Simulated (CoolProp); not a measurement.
Vapour-liquid equilibrium of acetone (1) + n-nonane (2) at 100.15 °C; x and y are mole fractions of (1).

Model: multi-fluid Helmholtz-energy mixture model, Lemmon 2006 and Lemmon 2006; pair parameters Bell 2016, in CoolProp.

```csv
x,bubble pressure (MPa),y at the bubble point,dew pressure at overall composition x (MPa),liquid density (mol/L)
0.05,0.07042,0.703,0.02229,5.250
0.2,0.1739,0.887,0.02646,5.772
0.35,0.2301,0.920,0.03254,6.398
0.5,0.2630,0.935,0.04221,7.169
0.65,0.2894,0.948,0.05996,8.148
0.8,0.3193,0.964,0.1031,9.435
0.95,0.3582,0.989,0.2938,11.20
```

No azeotrope shows between x = 0.05 and 0.95.

Pair parameters are fitted to limited data, so mixtures are less certain than the pure fluids. With so large a gap from Raoult's law the liquid may split in two, which this calculation doesn't test in full.
